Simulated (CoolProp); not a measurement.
The numbers come from the reference Helmholtz-energy equation of state, Wagner 2002 in CoolProp.

Q: Give the vapour pressure (MPa), liquid density (kg/m³), liquid viscosity (µPa s) of saturated water at 501.8, 516, 537.4 K.

A: 
```json
[
 {"T (K)": "501.8", "p (MPa)": "2.73", "liquid density (kg/m³)": "829", "liquid viscosity (µPa s)": "117"},
 {"T (K)": "516", "p (MPa)": "3.52", "liquid density (kg/m³)": "809", "liquid viscosity (µPa s)": "110"},
 {"T (K)": "537.4", "p (MPa)": "5.02", "liquid density (kg/m³)": "777", "liquid viscosity (µPa s)": "100.0"}
]
```

Viscosity comes from a separate model (Huber 2009).
